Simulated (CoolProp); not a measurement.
Vapour-liquid equilibrium of R22 (1) + c-C4F8 (RC318) (2) at 0.506 MPa; x and y are mole fractions of (1).

Computed with CoolProp (multi-fluid Helmholtz-energy mixture model, Kamei 1995 and Platzer 1990; pair parameters Bell 2016). This equation is an older, rougher fit; its heat capacities, sound speeds and derivatives of the liquid may be far off and weren't checked against measurements.

Task: Give the bubble temperature and the first vapour's composition at x = 0.35, 0.8, 0.95. Is there an azeotrope?

Result: x = 0.35: 289.2 K, y = 0.700; x = 0.8: 275.6 K, y = 0.907; x = 0.95: 274.0 K, y = 0.965. No azeotrope shows between x = 0.05 and 0.95.

The pair parameters rest on a limited set of measurements; away from them the model extrapolates. The gap from Raoult's law changes sign with composition, which may be real or a fault of the pair parameters; it wasn't checked against measurements.
